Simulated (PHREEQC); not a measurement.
PHREEQC input (ion-association model, wateq4f.dat):

```
SOLUTION_MASTER_SPECIES
  An  An-  0  An  62.0  # stands for a non-complexing anion
SOLUTION_SPECIES
  An- = An-
    -log_k 0
    -gamma 3.0 0
PHASES
  Fix_H+
    H+ = H+
    -log_k 0
SOLUTION 1
  temp 25
  units mmol/kgw
  pH 7 charge
  Na 100
  An 100
END
SELECTED_OUTPUT 1
  -reset false
  -pH true
  -pe true
  -ionic_strength true
  -water true
  -totals Na
  -molalities Hfo_wOH Hfo_wOH2+ Hfo_wO- Hfo_sOH Hfo_sOH2+ Hfo_sO-
USER_PUNCH 1
  -headings sigma psi
  10 PUNCH EDL("sigma", "Hfo"), EDL("psi", "Hfo")
PRINT
  -reset false
USE solution 1
SURFACE 1
  Hfo_wOH 0.000247191 600 0.11
  Hfo_sOH 6.17978e-06
EQUILIBRIUM_PHASES 1
  Fix_H+ -3 HAn 10
    -force_equality true
  O2(g) -0.68 10
END
# ... the last block is repeated for the other 16 points of pH, with NaOH or the acid as the point needs
```

Selected output (columns that matter, 13 of 17 rows; pH added in front):

```
pH	mu	Na	m_Hfo_wOH	m_Hfo_wOH2+	m_Hfo_wO-	m_Hfo_sOH	m_Hfo_sOH2+	m_Hfo_sO-	sigma	psi
3	0.10134	0.1	4.7325e-06	0.00024246	2.1161e-09	1.1831e-07	6.0614e-06	5.2903e-11	0.36334	0.15265
3.38	0.10063	0.1	1.062e-05	0.00023656	1.0922e-08	2.655e-07	5.914e-06	2.7306e-10	0.35449	0.15157
4.12	0.1002	0.1	3.9544e-05	0.00020747	1.7266e-07	9.8859e-07	5.1869e-06	4.3164e-09	0.31066	0.14494
4.5	0.10013	0.1	6.4321e-05	0.00018235	5.1975e-07	1.608e-06	4.5588e-06	1.2994e-08	0.27249	0.13827
4.88	0.10009	0.1	9.2072e-05	0.00015386	1.2622e-06	2.3018e-06	3.8464e-06	3.1556e-08	0.22867	0.12937
5.62	0.10005	0.1	0.00014057	0.0001022	4.4291e-06	3.5141e-06	2.5549e-06	1.1073e-07	0.14651	0.10698
6	0.10004	0.1	0.0001587	8.1409e-05	7.0869e-06	3.9674e-06	2.0352e-06	1.7717e-07	0.11138	0.09346
6.38	0.10003	0.1	0.00017174	6.506e-05	1.0386e-05	4.2936e-06	1.6265e-06	2.5965e-07	0.081933	0.07877
7.12	0.10001	0.1	0.00018536	4.3906e-05	1.7927e-05	4.634e-06	1.0977e-06	4.4816e-07	0.038933	0.047058
7.5	0.10001	0.1	0.00018827	3.6941e-05	2.1981e-05	4.7067e-06	9.2354e-07	5.4952e-07	0.02242	0.029416
7.88	0.1	0.1	0.00018955	3.1533e-05	2.6104e-05	4.7389e-06	7.8832e-07	6.526e-07	0.0081354	0.011179
8.62	0.10001	0.10002	0.00018874	2.3054e-05	3.5398e-05	4.7185e-06	5.7635e-07	8.8495e-07	-0.018499	-0.024661
9	0.10003	0.10004	0.00018632	1.899e-05	4.1879e-05	4.658e-06	4.7475e-07	1.047e-06	-0.034301	-0.04249
```

The oxide is taken as insoluble; below pH 4 it would dissolve.
